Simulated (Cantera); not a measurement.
A perfectly stirred reactor is fed with 27.4 % H₂, 16.1 % O₂, 56.5 % N₂, equivalence ratio 0.85, at 315 Torr; it is held at 1275 K, and followed from long to short residence time.

Cantera simulation using GRI-Mech 3.0 (53 species, 325 reactions); the numbers are that mechanism's predictions, not measurements. The temperature is held fixed by assumption; the heat of reaction is taken as removed at once.

Predict: x(H₂) at τ = 0.800 s; x(O₂) at τ = 0.800 s; x(NO₂) at τ = 0.800 s; x(NO) at τ = 0.800 s; x(OH) at τ = 0.800 s; x(H₂) at τ = 66.0 ms; x(O₂) at τ = 66.0 ms; x(NO) at τ = 66.0 ms; x(OH) at τ = 66.0 ms.


| Property | Value |
|---|---|
| x(H₂) at τ = 0.800 s | 0.000366 |
| x(O₂) at τ = 0.800 s | 0.0281 |
| x(NO₂) at τ = 0.800 s | 2.13e-9 |
| x(NO) at τ = 0.800 s | 4.84e-7 |
| x(OH) at τ = 0.800 s | 0.000332 |
| x(H₂) at τ = 66.0 ms | 0.00184 |
| x(O₂) at τ = 66.0 ms | 0.0287 |
| x(NO) at τ = 66.0 ms | 7.26e-7 |
| x(OH) at τ = 66.0 ms | 0.000778 |
